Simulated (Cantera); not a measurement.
Input: 1 mol H₂O, 0.46 mol N₂, held at 2475 K and 1.10 bar.

Cantera equilibrium calculation (NASA polynomials, part measured and part estimated; ideal gas, pure solids and liquids). Candidate condensed phases: H₂O; 24 gas species. Equilibrium is a limit: real reactors are often held back by kinetics, nucleation or transport.

Base state: H₂O 0.629, N₂ 0.306, H₂ 0.0309, OH 0.0154, O₂ 0.0104, H 0.00377, NO 0.00305, O 0.00124 (mole fractions); condensed: gas only.

Q: What changes in the equilibrium state with this change: 0.039 mol H₂S added?

A: 
```json
[
 {"species": "H₂O", "before": "0.629", "after": "0.583"},
 {"species": "N₂", "before": "0.306", "after": "0.296"},
 {"species": "H₂", "before": "0.0309", "after": "0.0780"},
 {"species": "SO₂", "before": "0", "after": "0.0222"},
 {"species": "O₂", "before": "0.0104", "after": "0.00141"},
 {"species": "OH", "before": "0.0154", "after": "0.00902"},
 {"species": "SO", "before": "0", "after": "0.00271"},
 {"species": "SH", "before": "0", "after": "0.000105"}
]
```
Further candidate phases: H₂SO₄, S.
